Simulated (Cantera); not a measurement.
Feed: 1 mol AlN, 0.041 mol H₂, held at 0.850 bar.

Equilibrium computed with Cantera from the NASA thermochemical tables; the gas is ideal and each condensed phase is pure. Candidate condensed phases: Al, AlN; 13 gas species. Rates play no part.

log p: log10 of the partial pressure in bar; n: condensed amount in mol.

| T (K) | log p H₂ | log p Al | log p N₂ | log p H | log p AlH | log p Al₂ | n AlN(s) |
|---|---|---|---|---|---|---|---|
| 1425 | -0.07 | -7.59 | -7.57 | -5.20 | -7.41 | <-12 | 1.00 |
| 1575 | -0.07 | -6.09 | -6.13 | -4.42 | -6.16 | -11.47 | 1.00 |
| 1725 | -0.07 | -4.84 | -4.96 | -3.77 | -5.13 | -9.48 | 1.000 |
| 1875 | -0.07 | [?] | [?] | [?] | [?] | [?] | 1.000 |
| 2025 | -0.07 | [?] | [?] | [?] | [?] | [?] | 1.000 |
| 2175 | -0.08 | -2.17 | -2.40 | -2.35 | -2.91 | -5.21 | 1.000 |
| 2325 | -0.10 | -1.51 | -1.76 | -2.01 | -2.38 | -4.18 | 0.998 |
| 2475 | -0.19 | -0.94 | -1.20 | -1.74 | -1.96 | -3.27 | 0.992 |
| 2625 | -0.61 | -0.43 | -0.71 | -1.68 | -1.75 | -2.46 | 0.939 |
| 2775 | -1.81 | -0.27 | -0.56 | -2.03 | -2.26 | -2.32 | 0 |

What belongs in the gaps?


- 1875, log p Al: -3.80
- 1875, log p N₂: -3.97
- 1875, log p H: -3.22
- 1875, log p AlH: -4.26
- 1875, log p Al₂: -7.82
- 2025, log p Al: -2.92
- 2025, log p N₂: -3.13
- 2025, log p H: -2.75
- 2025, log p AlH: -3.53
- 2025, log p Al₂: -6.41
